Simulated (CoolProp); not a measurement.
Vapour-liquid equilibrium of ethanol (1) + benzene (2) at 179.65 °C; x and y are mole fractions of (1).

Computed with CoolProp (multi-fluid Helmholtz-energy mixture model, Schroeder 2014 and Thol 2012; pair parameters Bell 2016).

```json
[
 {"x": "0.05", "bubble pressure, mixture model (MPa)": "1.214", "bubble pressure, Raoult's law (MPa)": "1.068", "y, mixture model": "(withheld)", "y, Raoult's law": "0.092"},
 {"x": "0.125", "bubble pressure, mixture model (MPa)": "1.434", "bubble pressure, Raoult's law (MPa)": "1.139", "y, mixture model": "(withheld)", "y, Raoult's law": "0.216"},
 {"x": "0.2", "bubble pressure, mixture model (MPa)": "1.590", "bubble pressure, Raoult's law (MPa)": "1.210", "y, mixture model": "0.407", "y, Raoult's law": "0.325"},
 {"x": "0.275", "bubble pressure, mixture model (MPa)": "1.703", "bubble pressure, Raoult's law (MPa)": "1.281", "y, mixture model": "0.469", "y, Raoult's law": "0.422"},
 {"x": "0.35", "bubble pressure, mixture model (MPa)": "1.787", "bubble pressure, Raoult's law (MPa)": "1.352", "y, mixture model": "0.518", "y, Raoult's law": "0.509"},
 {"x": "0.425", "bubble pressure, mixture model (MPa)": "1.850", "bubble pressure, Raoult's law (MPa)": "1.422", "y, mixture model": "(withheld)", "y, Raoult's law": "0.587"},
 {"x": "0.5", "bubble pressure, mixture model (MPa)": "1.901", "bubble pressure, Raoult's law (MPa)": "1.493", "y, mixture model": "0.601", "y, Raoult's law": "0.658"},
 {"x": "0.575", "bubble pressure, mixture model (MPa)": "(withheld)", "bubble pressure, Raoult's law (MPa)": "1.564", "y, mixture model": "0.643", "y, Raoult's law": "0.723"},
 {"x": "0.65", "bubble pressure, mixture model (MPa)": "1.969", "bubble pressure, Raoult's law (MPa)": "1.635", "y, mixture model": "0.689", "y, Raoult's law": "0.781"},
 {"x": "0.725", "bubble pressure, mixture model (MPa)": "(withheld)", "bubble pressure, Raoult's law (MPa)": "1.706", "y, mixture model": "0.742", "y, Raoult's law": "0.835"},
 {"x": "0.8", "bubble pressure, mixture model (MPa)": "(withheld)", "bubble pressure, Raoult's law (MPa)": "1.777", "y, mixture model": "0.801", "y, Raoult's law": "0.885"},
 {"x": "0.875", "bubble pressure, mixture model (MPa)": "(withheld)", "bubble pressure, Raoult's law (MPa)": "1.848", "y, mixture model": "0.870", "y, Raoult's law": "0.931"},
 {"x": "0.95", "bubble pressure, mixture model (MPa)": "1.978", "bubble pressure, Raoult's law (MPa)": "1.919", "y, mixture model": "0.946", "y, Raoult's law": "0.973"}
]
```

What belongs in the gaps?


- 0.05, y, mixture model: 0.169
- 0.125, y, mixture model: 0.317
- 0.425, y, mixture model: 0.560
- 0.575, bubble pressure, mixture model (MPa): 1.940
- 0.725, bubble pressure, mixture model (MPa): 1.988
- 0.8, bubble pressure, mixture model (MPa): 1.995
- 0.875, bubble pressure, mixture model (MPa): 1.991

The largest gap from Raoult's law is +32.9 % in bubble pressure, at x = 0.275. y crosses x between x = 0.8 and 0.875: the model has an azeotrope there.

Pair parameters are fitted to limited data, so mixtures are less certain than the pure fluids.
